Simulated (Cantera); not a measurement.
# CO2 + H2O + N2 (abatement and gas-phase synthesis)

Input: 1 mol CO2, 0.047 mol H2O, 3.1 mol N2, equilibrated at 1 atm.

These are equilibrium values from Cantera (NASA tables, ideal gas, pure condensed phases), not measurements of a reactor. Candidate condensed phases: C, C6H6, C7H8, C8H18, H2O; 136 gas species. Rates play no part.

```tsv
T (°C)	x N2	x CO2	x CO	x O2	x O	x NO
2302	0.718	0.173	0.0602	0.0239	0.00319	0.00842
2352	0.714	0.163	0.0685	0.0269	0.00425	0.00966
2402	0.709	0.153	0.0772	0.0299	0.00558	0.0110
2452	0.704	0.143	0.0861	0.0328	0.00722	0.0123
2502	0.699	0.133	0.0952	0.0356	0.00922	0.0138
2552	0.694	0.122	0.104	0.0383	0.0116	0.0153
2602	0.688	0.111	0.113	0.0406	0.0145	0.0167
2652	0.683	0.101	0.122	0.0426	0.0178	0.0182
2702	0.677	0.0912	0.130	0.0442	0.0217	0.0197
2752	0.671	0.0816	0.138	0.0454	0.0261	0.0211
2802	0.665	0.0726	0.146	0.0460	0.0310	0.0224
```
x: gas mole fraction; nothing condenses.

From 2302 °C to 2802 °C nothing is condensed. The main C-bearing gas is CO2 at 2302 °C and CO at 2802 °C.
